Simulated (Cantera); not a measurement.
Input: 1 mol Al, 2.7 mol HCl, 15 mol H₂, equilibrated at 16.0 mbar.

Method: chemical equilibrium by Gibbs-energy minimisation in Cantera with the NASA 1993 tables (ideal gas, pure condensed phases). Candidate condensed phases: Al, AlCl₃; 12 gas species. The tables' values for AlCl₂ are old estimates; treat these amounts as uncertain. Kinetics and transport are ignored.

log p: log10 of the partial pressure in bar; n: condensed amount in mol.

```json
[
 {"T (°C)": "275", "log p H₂": "-1.81", "log p AlCl₃": "-3.80", "log p Al₂Cl₆": "-3.46", "log p AlCl": "-9.54", "n Al(s)": "0.1000"},
 {"T (°C)": "300", "log p H₂": "-1.81", "log p AlCl₃": "-3.59", "log p Al₂Cl₆": "-3.53", "log p AlCl": "-8.88", "n Al(s)": "0.1000"},
 {"T (°C)": "325", "log p H₂": "-1.81", "log p AlCl₃": "-3.41", "log p Al₂Cl₆": "-3.64", "log p AlCl": "-8.28", "n Al(s)": "0.1000"},
 {"T (°C)": "350", "log p H₂": "-1.81", "log p AlCl₃": "-3.28", "log p Al₂Cl₆": "-3.80", "log p AlCl": "-7.74", "n Al(s)": "0.1000"},
 {"T (°C)": "375", "log p H₂": "-1.82", "log p AlCl₃": "-3.19", "log p Al₂Cl₆": "-4.02", "log p AlCl": "-7.26", "n Al(s)": "0.0999"},
 {"T (°C)": "400", "log p H₂": "-1.82", "log p AlCl₃": "-3.14", "log p Al₂Cl₆": "-4.28", "log p AlCl": "-6.82", "n Al(s)": "0.0999"},
 {"T (°C)": "425", "log p H₂": "-1.82", "log p AlCl₃": "-3.11", "log p Al₂Cl₆": "-4.55", "log p AlCl": "-6.42", "n Al(s)": "0.0997"},
 {"T (°C)": "450", "log p H₂": "-1.82", "log p AlCl₃": "-3.09", "log p Al₂Cl₆": "…", "log p AlCl": "…", "n Al(s)": "0.0992"},
 {"T (°C)": "475", "log p H₂": "-1.82", "log p AlCl₃": "-3.09", "log p Al₂Cl₆": "-5.11", "log p AlCl": "-5.71", "n Al(s)": "0.0983"},
 {"T (°C)": "500", "log p H₂": "-1.82", "log p AlCl₃": "-3.08", "log p Al₂Cl₆": "…", "log p AlCl": "…", "n Al(s)": "0.0966"},
 {"T (°C)": "525", "log p H₂": "-1.82", "log p AlCl₃": "-3.08", "log p Al₂Cl₆": "-5.62", "log p AlCl": "-5.10", "n Al(s)": "0.0935"},
 {"T (°C)": "550", "log p H₂": "-1.82", "log p AlCl₃": "-3.08", "log p Al₂Cl₆": "-5.86", "log p AlCl": "-4.82", "n Al(s)": "0.0879"},
 {"T (°C)": "575", "log p H₂": "-1.82", "log p AlCl₃": "-3.09", "log p Al₂Cl₆": "-6.09", "log p AlCl": "-4.56", "n Al(s)": "0.0782"}
]
```

### Question
Fill in the missing entries.

### Answer

- 450, log p Al₂Cl₆: -4.84
- 450, log p AlCl: -6.05
- 500, log p Al₂Cl₆: -5.37
- 500, log p AlCl: -5.39
